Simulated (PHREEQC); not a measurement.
Make-up at 25 °C: 0.0056 mol/kgw NH4Cl, 0.22 mol/kgw NaF and 0.00016 mol/kgw LiCl. Closed to the air; pH follows from the charge balance.

Computed with PHREEQC (ion-association model, phreeqc.dat).

Precipitation was switched off in this run.

Problem. What pH, specific conductance, density does the model give?

Solution. pH 7.13; specific conductance 17700 µS/cm; density 1.007 g/cm³.

Problem. In which forms is Na present?

Solution. Na+ 94 %, NaF 5.6 % of the Na.
